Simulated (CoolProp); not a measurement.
A single-stage vapour-compression cycle with ethane: evaporating at 202.15 K (dew point), condensing at 269.15 K (bubble point), superheat 8 K, subcooling 2 K, compressor efficiency 0.8, no pressure losses. Each further row changes one setting.

Computed with CoolProp (reference Helmholtz-energy equation of state, Bücker 2006).

```csv
case,cooling COP,pressure ratio,discharge temperature (K),refrigerating effect (kJ/kg),volumetric capacity (kJ/m³)
as stated,1.62,9.05,335.4,293,1280
evaporating temperature 207.15 K,1.85,7.29,329.0,298,1590
condensing temperature 264.15 K,1.83,7.97,327.5,309,1350
subcooling 7 K,1.72,9.05,335.4,309,1350
superheat 18 K,1.62,9.05,347.1,308,1270
compressor efficiency 0.7,1.42,9.05,347.3,293,1280
```
